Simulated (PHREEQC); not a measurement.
# Ultrapure water in contact with air or piping (model solution)

A made-up water analysis in mmol/kgw, 80 °C, pH 5.82, pe 8.2:

```json
[
 {"constituent": "Na", "mmol/kgw": "0.00124"},
 {"constituent": "K", "mmol/kgw": "0.000644"},
 {"constituent": "Ca", "mmol/kgw": "0.00188"},
 {"constituent": "Mg", "mmol/kgw": "8.28e-05"},
 {"constituent": "Cl", "mmol/kgw": "0.000828"},
 {"constituent": "S(6)", "mmol/kgw": "7.52e-05"},
 {"constituent": "Alkalinity (meq/kgw)", "mmol/kgw": "0.00496"},
 {"constituent": "Zn", "mmol/kgw": "1.05e-06"}
]
```

Valence states are taken as typed.

Equilibrium calculation in PHREEQC: ion-association model, phreeqc.dat.

```json
{
  "ionic_strength": "9.43e-6 mol/kgw",
  "charge_balance_error": "-0.9 %"
}
```

| species | molality | activity | log γ |
|---|---|---|---|
| CO2 | 2.07e-5 | 2.07e-5 | 0.000 |
| HCO3- | 6.31e-6 | 6.28e-6 | -0.002 |
| Ca+2 | 1.88e-6 | 1.85e-6 | -0.007 |
| H+ | 1.52e-6 | 1.51e-6 | -0.002 |
| Na+ | 1.24e-6 | 1.24e-6 | -0.002 |
| Cl- | 8.28e-7 | 8.25e-7 | -0.002 |

No solid was allowed to form. Constants without temperature data keep their 25 °C values here.
